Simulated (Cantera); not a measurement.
Mixture: CO : H2 : O2 : N2 = 1 : 0.44 : 1.16 : 3.6 (molar parts), equivalence ratio 0.62, at 0.474 atm, adiabatic and at constant pressure. Ignition delay is the time to a rise of 400 K.

Cantera simulation using GRI-Mech 3.0 (53 species, 325 reactions); the numbers are that mechanism's predictions, not measurements. Where the delays flatten at high temperature, the 400 K rule measures the pace of heat release, not the induction time.

Question: What does this change do: pressure from 0.474 atm to 1.97 atm?

Answer: 
| quantity | before | after |
|---|---|---|
| delay at 973 K | 0.649 ms | 3.94 ms |
| delay at 1123 K | 0.220 ms | 63.8 µs |
| delay at 1273 K | 0.140 ms | 26.5 µs |
| delay at 1423 K | 0.120 ms | 17.6 µs |

Question: What does this change do: pressure from 0.474 atm to 0.987 atm?

Answer: 
```
quantity           before     after
---------------  --------  --------
delay at 973 K   0.649 ms  0.696 ms
delay at 1123 K  0.220 ms  0.106 ms
delay at 1273 K  0.140 ms   56.6 µs
delay at 1423 K  0.120 ms   42.7 µs
```
